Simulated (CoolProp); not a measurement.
A simple Rankine cycle with propyne: condensing at 323.15 K, boiler at 3.91 MPa, turbine inlet 396.7 K, turbine efficiency 0.75, pump efficiency 0.8, no recuperator. Each further row changes one setting.

Values from CoolProp's reference Helmholtz-energy equation of state, Polt 1992. This equation is an older, rougher fit; its heat capacities, sound speeds and derivatives of the liquid may be far off and weren't checked against measurements.

```csv
case,thermal efficiency (%),net work (kJ/kg),heat in (kJ/kg),turbine exit temperature (K),volume ratio over the turbine
as stated,9.4,46.0,490,331.8,(withheld)
turbine inlet 416.7 K,9.8,53.5,(withheld),(withheld),3.49
condensing temperature 315.15 K,10.6,54.1,511,323.3,4.41
boiler pressure 2.74 MPa,7.4,(withheld),531,355.7,2.41
turbine efficiency 0.65,(withheld),(withheld),490,335.2,3.68
```

Q: What belongs in the gaps?

A: 
- as stated, volume ratio over the turbine: 3.62
- turbine inlet 416.7 K, heat in (kJ/kg): 547
- turbine inlet 416.7 K, turbine exit temperature (K): 356.5
- boiler pressure 2.74 MPa, net work (kJ/kg): 39.2
- turbine efficiency 0.65, thermal efficiency (%): 8.0
- turbine efficiency 0.65, net work (kJ/kg): 39.1
